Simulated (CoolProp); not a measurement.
A Linde-Hampson liquefier for ethane: isothermal reversible compression at 320 K from 1 atm to 40 MPa, throttling to 1 atm, return gas leaving the recuperator 10 K below the feed. Each further row changes one setting.

Values from CoolProp's reference Helmholtz-energy equation of state, Bücker 2006.

```csv
case,liquid yield per pass,compression work (kJ/kg of gas)
as stated,0.446,414
high pressure 80 MPa,0.395,499
warm-end temperature 350 K,0.376,482
warm-end gap 15 K,0.439,414
```
